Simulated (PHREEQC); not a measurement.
1.2 g of hydrous ferric oxide (600 m²/g; 0.2 weak and 0.005 strong sites per Fe, Dzombak-Morel constants, diffuse double layer) in 1 kg of water with 0.001 mol/kgw of an inert sodium salt, at 25 °C; the pH is set by adding NaOH or the inert anion's acid. O2 is buffered at 0.21 atm. The system is closed to CO2. Nothing may precipitate in this run.

Base run: PHREEQC, ion-association model, wateq4f.dat. Each further column changes one thing. The table gives surface charge σ (C/m²).

```csv
pH,base,background salt from 0.001 to 0.0001 mol/kgw,oxide from 1.2 to 6 g/kgw,0.00027 mol/kgw ZnCl2 added
4,0.131,?,?,0.149
5.12,0.048,0.022,?,?
5.88,0.022,0.008,0.025,0.028
7,0.006,0.002,0.006,?
8.12,0.000,0.000,0.000,?
8.88,-0.004,-0.001,-0.004,-0.003
10,-0.016,?,-0.017,-0.015
```

Task: Some entries are withheld; supply them.

Result: 
- 4, background salt from 0.001 to 0.0001 mol/kgw: 0.093
- 4, oxide from 1.2 to 6 g/kgw: 0.175
- 5.12, oxide from 1.2 to 6 g/kgw: 0.060
- 5.12, 0.00027 mol/kgw ZnCl2 added: 0.059
- 7, 0.00027 mol/kgw ZnCl2 added: 0.009
- 8.12, 0.00027 mol/kgw ZnCl2 added: 0.001
- 10, background salt from 0.001 to 0.0001 mol/kgw: -0.007
